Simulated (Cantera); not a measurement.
# Ignition delay

Mixture: 20.8 % CO, 7.29 % H2, 11.7 % O2, 53.9 % N2, 6.25 % H2O, at 1000000 Pa, adiabatic and at constant pressure. Ignition delay is the time to a rise of 400 K.

Cantera simulation using GRI-Mech 3.0 (53 species, 325 reactions); the numbers are that mechanism's predictions, not measurements. The hydrogen kinetics of GRI-Mech 3.0 are dated; newer H2 mechanisms differ, most at raised pressure. Below about 950 K walls govern HO2 and H2O2 in real vessels.

```tsv
T0 (K)	delay (ms)
925	34.0
1025	3.02
1125	0.372
1225	0.0523
1325	0.0110
1425	0.00486
```
